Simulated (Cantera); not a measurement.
Input (Python, Cantera) and output of one run.

```python
import numpy as np
import cantera as ct

gas_names = [...]  # 110 gases of nasa_gas.yaml made of C, H, O
cond_names = """
    C(gr) C6H6(L) C7H8(L) C8H18(L),n-octa H2O(s) H2O(L)
""".split()


# ... load() reads the species with a 1 bar reference pressure and builds the phases ...
atoms = {
    'CO': {'C': 1, 'O': 1},
    'O2': {'O': 2},
    'H2': {'H': 2},
}
top_T = {'C(gr)': 4500}  # K; cautious upper limits of use, not melting points


# ... equilibrate(T, P, feed) seeds the gas with the atoms and calls Mixture.equilibrate('TP', solver="vcs", rtol=1e-11, max_steps=5000) ...
results = []
feed = {'CO': 1, 'O2': 0.054, 'H2': 5.7}  # mol
T = 1023.15  # K
for P in [10, 100, 1000, 10000, 100000, 1000000, 10000000]:
    mix = equilibrate(T, P, feed)
    results.append((T, P, feed, dict(zip(mix.species_names, mix.species_moles))))

top = {s: max(r[3][s] / sum(r[3][g] for g in gas_names) for r in results) for s in gas_names}
cols = sorted((s for s in top if top[s] > 0.001), key=lambda s: -top[s])[:7]
seen = [c for c in cond_names if any(r[3].get(c, 0) > 1e-12 for r in results)]
print("log10 of partial pressures in bar; condensed amounts in mol")
print(f"{'P/Pa':>10s}" + "".join(f"{s[:9]:>10s}" for s in cols + seen))
for T, P, feed, n in results:
    ng = sum(n[g] for g in gas_names)
    print(f"{P:10.4g}" + "".join(f"{np.log10(max(n[s] / ng * P / 1e5, 1e-99)):10.3f}" for s in cols)
          + "".join(f"{n.get(c, 0):10.4g}" for c in seen))
```

Result:

```
log10 of partial pressures in bar; condensed amounts in mol
      P/Pa        H2       H2O       CH4        CO       CO2
        10    -4.077    -5.882   -12.873    -4.835    -6.524
       100    -3.077    -4.882    -9.873    -3.835    -5.524
      1000    -2.077    -3.882    -6.874    -2.835    -4.523
     1e+04    -1.078    -2.849    -3.912    -1.838    -3.493
     1e+05    -0.096    -1.394    -1.507    -0.922    -2.104
     1e+06     0.817     0.182     0.155    -0.424    -0.943
     1e+07     1.745     1.365     1.322    -0.860    -1.124
```

Cantera equilibrium calculation (NASA polynomials, part measured and part estimated; ideal gas, pure solids and liquids). The ideal-gas law is rough above about 30 bar.
